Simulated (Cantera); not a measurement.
A closed system holds: 1 mol SiH₄, 1600 mol H₂, held at 1875 K and 0.0690 bar.

These are equilibrium values from Cantera (NASA tables, ideal gas, pure condensed phases), not measurements of a reactor. Candidate condensed phases: Si; 9 gas species. Gases not in the tables: Si₂H₆ and higher silanes. The numbers say what is thermodynamically allowed, not how fast it happens.

Base state: H₂ 0.997, H 0.00249, Si 0.000131, SiH₂ 4.96e-5, SiH 3.19e-5 (mole fractions); condensed: Si(l).

Question: What changes in the equilibrium state with this change: temperature from 1875 K to 2500 K?

Answer: 
```json
[
 {"species": "H₂", "before": "0.997", "after": "0.908"},
 {"species": "H", "before": "0.00249", "after": "0.0912"},
 {"species": "Si", "before": "0.000131", "after": "0.000551"},
 {"species": "SiH₂", "before": "4.96e-5", "after": "7.44e-6"},
 {"species": "SiH", "before": "3.19e-5", "after": "3.65e-5"},
 {"species": "Si(l), mol", "before": "0.654", "after": "0"}
]
```

Question: What changes in the equilibrium state with this change: temperature from 1875 K to 2348.15 K?

Answer: 
| species | before | after |
|---|---|---|
| H₂ | 0.997 | 0.953 |
| H | 0.00249 | 0.0459 |
| Si | 0.000131 | 0.000547 |
| SiH₂ | 4.96e-5 | 1.45e-5 |
| SiH | 3.19e-5 | 4.74e-5 |
| Si(l), mol | 0.654 | 0 |
